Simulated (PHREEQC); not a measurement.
## Buffer

Make-up at 19 °C: 0.21 mol NH4Cl, 0.00046 mol KOH and 0.0012 mol LiCl per kg of water. It is in equilibrium with CO2 at log p = -1 (atm). Otherwise closed; pH follows from the charge balance.

Computed with PHREEQC (ion-association model, phreeqc.dat).

Precipitation was switched off in this run.

What pH, specific conductance, activity of water does the model give?

pH 5.32; specific conductance 21700 µS/cm; activity of water 0.993.

In which forms is C present?

CO2 89 %, HCO3- 11 % of the C.
